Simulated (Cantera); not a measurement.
An isothermal, constant-pressure homogeneous reactor starts with CH4 : H2O : H2 = 1 : 0.6 : 0.8 (molar parts), at 1425 K and 10.0 bar.

Detailed kinetics in Cantera: GRI-Mech 3.0 (53 species, 325 reactions). GRI-Mech 3.0 stops at C3 and has no aromatics, soot or wall deposition, so with more carbon than oxygen in the feed, carbon stays in small species such as C2H2 where larger ones or solid carbon would form.

### Question
Predict: x(CH4) at 300 s; x(H2O) at 300 s; x(H2) at 300 s; x(HCO) at 300 s; x(CO) at 300 s.

### Answer
```
Item                                               Value
---------------  ---------------------------------------
x(CH4) at 300 s      0.220 (gas-phase equilibrium 0.111)
x(H2O) at 300 s  0.0882 (gas-phase equilibrium 0.000629)
x(H2) at 300 s       0.585 (gas-phase equilibrium 0.722)
x(HCO) at 300 s  3.54e-9 (gas-phase equilibrium 6.76e-9)
x(CO) at 300 s      0.0966 (gas-phase equilibrium 0.166)
```
